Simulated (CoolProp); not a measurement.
Vapour-liquid equilibrium of CH2F2 (R32) (1) + fluoroethane (R161) (2) at 0.0243 bar; x and y are mole fractions of (1).

The numbers come from the multi-fluid Helmholtz-energy mixture model, Tillner-Roth 1997 and Wu 2012; pair parameters Bell 2016 in CoolProp.

```csv
x,bubble temperature (°C),y at the bubble point,dew temperature at overall composition x (°C),liquid density (mol/L)
0.05,-97.1,0.149,-96.2,18.91
0.125,-98.5,0.308,-96.9,19.33
0.2,-99.6,0.421,-97.5,19.77
0.275,-100.5,0.508,-98.2,20.22
0.35,-101.2,0.579,-98.9,20.68
0.425,-101.8,0.640,-99.6,21.17
0.5,-102.3,0.694,-100.4,21.68
0.575,-102.8,0.743,-101.2,22.22
0.65,-103.2,0.790,-101.9,22.79
0.725,-103.6,0.835,-102.6,23.39
0.8,-104.0,0.879,-103.3,24.03
0.875,-104.3,0.924,-104.0,24.72
0.95,-104.6,0.969,-104.5,25.45
```

No azeotrope shows between x = 0.05 and 0.95.

Pair parameters are fitted to limited data, so mixtures are less certain than the pure fluids.
